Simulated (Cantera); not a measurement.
# Thermodynamics of boron, boron nitride and boron oxide, feed B2H6 + O2 + H2

Feed: 1 mol B2H6, 0.34 mol O2, 38 mol H2, held at 19000 Pa.

Cantera equilibrium calculation (NASA polynomials, part measured and part estimated; ideal gas, pure solids and liquids). Candidate condensed phases: B, B2O3, B3O3H3, H2O; 23 gas species. The feed counts by its element totals alone. Mutual solubility and eutectic melting of coexisting phases are not modelled. The tables' values for BH2 are old estimates; treat these amounts as uncertain. Gases not in the tables: B2H6 and higher boranes. Kinetics and transport are ignored.

```tsv
T (°C)	x H2	x HBO	x H	x B3O3H3	n B(s)	n B2O3(l)
827	0.997	2.05e-5	5.92e-8	0.00285	1.43	0.110
902	0.997	8.71e-5	2.81e-7	0.00295	1.42	0.105
977	0.997	0.000309	1.11e-6	0.00301	1.42	0.0991
1052	0.996	0.000946	3.74e-6	0.00303	1.41	0.0890
1127	0.994	0.00255	1.11e-5	0.00301	1.39	0.0645
1202	0.990	0.00620	2.96e-5	0.00297	1.33	0.00420
1277	0.987	0.0104	7.18e-5	0.00126	1.33	0
1352	0.985	0.0130	0.000161	0.000276	1.33	0
1427	0.984	0.0139	0.000335	4.68e-5	1.33	0
1502	0.984	0.0143	0.000659	8.28e-6	1.32	0
1577	0.983	0.0145	0.00123	1.63e-6	1.32	0
1652	0.982	0.0145	0.00217	3.55e-7	1.31	0
1727	0.980	0.0144	0.00369	8.49e-8	1.30	0
```
x: gas mole fraction; n: condensed amount in mol.

From 827 °C to 1202 °C the condensed part is B(s) + B2O3(l). From 1277 °C to 1727 °C the condensed part is B(s). The main B-bearing gas is B3O3H3 at 827 °C and HBO at 1727 °C. The share of B in condensed phases is highest at 827 °C (82.4 %) and lowest at 1727 °C (65.1 %).
